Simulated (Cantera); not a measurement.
## Thermodynamics of titanium nitride, carbide and oxide coatings, feed Ti + CH4 + H2

Feed: 1 mol Ti, 0.15 mol CH4, 360 mol H2, equilibrated at 0.000320 bar.

Method: chemical equilibrium by Gibbs-energy minimisation in Cantera with the NASA 1993 tables (ideal gas, pure condensed phases). Candidate condensed phases: C, C6H6, C7H8, C8H18, Ti, TiC; 77 gas species. Mutual solubility and eutectic melting of coexisting phases are not modelled. TiC: taken at fixed stoichiometry. Condensed phases not in the tables: N, O or C dissolved in the metal. Kinetics and transport are ignored.

```
T (°C)   x H2       x H      x Ti  n Ti(β)  n TiC(s)
------  -----  --------  --------  -------  --------
975     1.000   2.61e-5   1.93e-9    0.850     0.150
1025    1.000   5.99e-5   1.07e-8    0.850     0.150
1075    1.000  0.000129   5.24e-8    0.850     0.150
1125    1.000  0.000264   2.28e-7    0.850     0.150
1175    0.999  0.000515   8.95e-7    0.850     0.150
1225    0.999  0.000960   3.20e-6    0.849     0.150
1275    0.998   0.00172   1.05e-5    0.846     0.150
1325    0.997   0.00297   3.22e-5    0.838     0.150
1375    0.995   0.00497   9.16e-5    0.817     0.150
1425    0.992   0.00805  0.000245    0.761     0.150
1475    0.987    0.0127  0.000618    0.626     0.150
1525    0.979    0.0195   0.00148    0.311     0.150
```
x: gas mole fraction; n: condensed amount in mol.

From 975 °C to 1525 °C the condensed part is Ti(β) + TiC(s).
